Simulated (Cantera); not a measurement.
# Silicon nitride deposition: SiF4 + N2

Feed: 1 mol SiF4, 4.5 mol N2, at 1300 K and 0.000580 bar.

Cantera equilibrium calculation (NASA polynomials, part measured and part estimated; ideal gas, pure solids and liquids). Candidate condensed phases: Si, Si3N4; 16 gas species. The numbers say what is thermodynamically allowed, not how fast it happens.

```
Item                                  Value
--------------------------------  ---------
x(N2)                                 0.818
x(SiF4)                               0.182
gas amount                        5.500 mol
log10 activity of Si(s) (absent)     -21.31
```
